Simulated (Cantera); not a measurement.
What does this Cantera script print?

```python
import numpy as np
import cantera as ct

gas = ct.Solution("gri30.yaml")
gas.TPX = 1550, 100000, {'CH4': 1, 'CO': 0.088, 'O2': 6.19, 'N2': 23.3}
reactor = ct.IdealGasReactor(gas, energy="on", clone=False)
net = ct.ReactorNet([reactor])
net.rtol, net.atol = 1e-08, 1e-16
show = ['CH4', 'CO', 'O2', 'CO2', 'NO2']
times = np.geomspace(8e-06, 1, 16)

steps = ct.SolutionArray(gas, extra=["t"])
rows = []
print(f"{'t/s':>10s}{'T/K':>9s}{'P/Pa':>11s}" + "".join(f"{s:>11s}" for s in show))
for t in times:
    while net.time < t:
        t_next = net.step()
        steps.append(gas.state, t=t_next)
    rows.append([np.interp(t, steps.t, y) for y in (steps.T, steps.P, *steps(*show).X.T)])
    print(f"{t:10.3e}{rows[-1][0]:9.1f}{rows[-1][1]:11.4g}" + "".join(f"{x:11.3e}" for x in rows[-1][2:]))
rate = np.gradient(steps.T, steps.t)
print("integrator steps:", len(steps.t))
if steps.T.max() > steps.T[0] + 200:
    print(f"time of steepest temperature rise: {steps.t[rate.argmax()]:.4e} s")
gas.TPX = 1550, 100000, {'CH4': 1, 'CO': 0.088, 'O2': 6.19, 'N2': 23.3}
gas.equilibrate("UV")
print(f"equilibrium (UV): T = {gas.T:.1f} K  " + "  ".join(f"{s} {gas[s].X[0]:.3e}" for s in show))
```

Result:

```
       t/s      T/K       P/Pa        CH4         CO         O2        CO2        NO2
 8.000e-06   1550.0      1e+05  3.270e-02  2.878e-03  2.024e-01  2.055e-08  6.627e-20
 1.749e-05   1550.0      1e+05  3.270e-02  2.878e-03  2.024e-01  5.270e-08  8.916e-19
 3.825e-05   1550.0      1e+05  3.270e-02  2.878e-03  2.024e-01  1.500e-07  1.213e-17
 8.365e-05   1550.0      1e+05  3.268e-02  2.877e-03  2.024e-01  4.906e-07  1.885e-16
 1.829e-04   1550.1      1e+05  3.258e-02  2.878e-03  2.024e-01  1.988e-06  3.947e-15
 4.000e-04   1557.2  1.005e+05  3.111e-02  3.061e-03  2.014e-01  2.634e-05  3.100e-13
 8.747e-04   2372.4  1.536e+05  3.082e-20  2.074e-03  1.330e-01  3.338e-02  1.909e-07
 1.913e-03   2389.6  1.546e+05  2.193e-20  1.506e-03  1.332e-01  3.398e-02  6.418e-07
 4.183e-03   2387.5  1.544e+05  2.133e-20  1.492e-03  1.327e-01  3.400e-02  1.559e-06
 9.146e-03   2383.4  1.541e+05  2.018e-20  1.463e-03  1.319e-01  3.403e-02  3.374e-06
 2.000e-02   2376.2  1.537e+05  1.832e-20  1.415e-03  1.304e-01  3.408e-02  6.489e-06
 4.373e-02   2367.3  1.531e+05  1.619e-20  1.357e-03  1.285e-01  3.415e-02  1.038e-05
 9.564e-02   2361.4  1.527e+05  1.490e-20  1.320e-03  1.273e-01  3.419e-02  1.294e-05
 2.091e-01   2360.2  1.526e+05  1.465e-20  1.312e-03  1.270e-01  3.420e-02  1.346e-05
 4.573e-01   2360.1  1.526e+05  1.465e-20  1.312e-03  1.270e-01  3.420e-02  1.347e-05
 1.000e+00   2360.1  1.526e+05  1.465e-20  1.312e-03  1.270e-01  3.420e-02  1.347e-05
integrator steps: 1695
time of steepest temperature rise: 5.4160e-04 s
equilibrium (UV): T = 2360.1 K  CH4 2.259e-20  CO 1.312e-03  O2 1.270e-01  CO2 3.420e-02  NO2 1.347e-05
```

Detailed kinetics in Cantera: GRI-Mech 3.0 (53 species, 325 reactions).
